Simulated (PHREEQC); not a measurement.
PHREEQC input (ion-association model, wateq4f.dat):

```
SOLUTION_MASTER_SPECIES
  An  An-  0  An  62.0  # stands for a non-complexing anion
SOLUTION_SPECIES
  An- = An-
    -log_k 0
    -gamma 3.0 0
PHASES
  Fix_H+
    H+ = H+
    -log_k 0
SOLUTION 1
  temp 25
  units mmol/kgw
  pH 7 charge
  Cl 0.064
  Cu(2) 0.032
  S(6) 0.00038
  Zn 0.00038
  Na 5
  An 5
END
SELECTED_OUTPUT 1
  -reset false
  -pH true
  -pe true
  -ionic_strength true
  -water true
  -totals Cl Cu Na S Zn Cu(1) Cu(2) S(-2) S(6)
  -molalities Hfo_wOH Hfo_wOH2+ Hfo_wO- Hfo_sOH Hfo_sOH2+ Hfo_sO- Hfo_sOCu+ Hfo_wOCu+ Hfo_sOZn+ Hfo_wOZn+
    Hfo_wSO4- Hfo_wOHSO4-2
  -saturation_indices Cu(OH)2 Brochantite Antlerite Atacamite Zn(OH)2-e Zn4(OH)6SO4 Zn5(OH)8Cl2 Halite Mirabilite Chalcanthite
    Goslarite
USER_PUNCH 1
  -headings sigma psi
  10 PUNCH EDL("sigma", "Hfo"), EDL("psi", "Hfo")
PRINT
  -reset false
USE solution 1
SURFACE 1
  Hfo_wOH 0.00014382 600 0.064
  Hfo_sOH 3.59551e-06
EQUILIBRIUM_PHASES 1
  Fix_H+ -4 HAn 10
    -force_equality true
  O2(g) -0.68 10
END
# ... the last block is repeated for the other 12 points of pH, with NaOH or the acid as the point needs
```

Selected output (columns that matter, 13 of 13 rows; pH added in front):

```
pH	mu	Cu	Na	S	Zn	si_Cu(OH)2	si_Brochantite	si_Antlerite	si_Atacamite	si_Zn(OH)2-e	si_Zn4(OH)6SO4	si_Zn5(OH)8Cl2	si_Halite	si_Mirabilite
4	0.0052401	3.1801e-05	0.005	2.383e-10	3.7997e-07	-5.267	-19.616	-15.939	-8.8219	-10.05	-40.367	-47.704	-8.1442	-13.323
4.5	0.0051537	3.0825e-05	0.005	7.8454e-10	3.7985e-07	-4.2797	-16.146	-13.456	-7.347	-9.0489	-36.843	-43.7	-8.1437	-12.802
5	0.0051138	2.7867e-05	0.005	3.0128e-09	3.7951e-07	-3.3234	-12.735	-11.002	-5.9342	-8.0489	-33.257	-39.699	-8.1435	-12.216
5.5	0.0050798	2.0808e-05	0.005	1.1645e-08	3.7887e-07	-2.4513	-9.6584	-8.7971	-4.6899	-7.0493	-29.671	-35.701	-8.1432	-11.628
6	0.0050641	9.5566e-06	0.005024	3.8344e-08	3.7627e-07	-1.7976	-7.5253	-7.3177	-3.8825	-6.0524	-26.165	-31.716	-8.1411	-11.105
6.5	0.0050601	2.6266e-06	0.005045	1.2579e-07	3.6202e-07	-1.4209	-6.5021	-6.6712	-3.629	-5.07	-22.719	-27.805	-8.1392	-10.585
7	0.0050612	8.6108e-07	0.0050547	2.8807e-07	2.8174e-07	-1.2538	-6.4739	-6.8101	-3.7949	-4.1819	-19.806	-24.364	-8.1384	-10.224
7.5	0.0050631	6.632e-07	0.0050599	3.6498e-07	9.9848e-08	-1.1716	-7.0422	-7.4606	-4.1304	-3.6441	-18.552	-22.675	-8.138	-10.12
8	0.0050651	6.9348e-07	0.0050635	3.7818e-07	1.6547e-08	-1.1235	-7.8343	-8.3009	-4.5342	-3.4815	-18.887	-22.862	-8.1377	-10.104
8.5	0.0050684	7.4265e-07	0.0050678	3.798e-07	3.4817e-09	-1.0897	-8.6974	-9.1977	-4.9666	-3.4317	-19.686	-23.613	-8.1373	-10.101
9	0.0050767	7.9725e-07	0.0050771	3.7998e-07	1.9162e-09	-1.0582	-9.5712	-10.103	-5.4036	-3.3978	-20.55	-24.444	-8.1366	-10.1
9.5	0.0051012	8.7151e-07	0.0051028	3.8e-07	1.8324e-09	-1.0194	-10.416	-10.987	-5.8261	-3.3582	-21.392	-25.246	-8.1345	-10.096
10	0.0051769	9.9299e-07	0.0051802	3.8e-07	2.0786e-09	-0.9628	-11.191	-11.818	-6.2132	-3.3007	-22.163	-25.959	-8.1284	-10.084
```

Species that the database lacks are ignored. The database's constant for dissolved Cu(OH)2 is higher than later reviews accept.
